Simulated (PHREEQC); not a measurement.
Solution (25 °C): 0.00054 mol/kgw CO2 and 0.23 mol/kgw K2HPO4. Closed to the air; pH follows from the charge balance.

The numbers come from PHREEQC with the ion-association model, phreeqc.dat.

```tsv
quantity	before	after
pH	8.84	8.84
HPO4-2 (mol/kgw)	0.198	0.103
KHPO4- (mol/kgw)	0.0303	0.0105
H2PO4- (mol/kgw)	0.00134	0.000845
```

Q: What was changed between the two runs?
A) K2HPO4 from 0.23 to 0.115 mol/kgw
B) 0.0055 mol/kgw H3PO4 added
C) K2HPO4 from 0.23 to 0.207 mol/kgw
D) 0.25 mol/kgw H3PO4 added

A: A, K2HPO4 from 0.23 to 0.115 mol/kgw

Precipitation was switched off in this run.
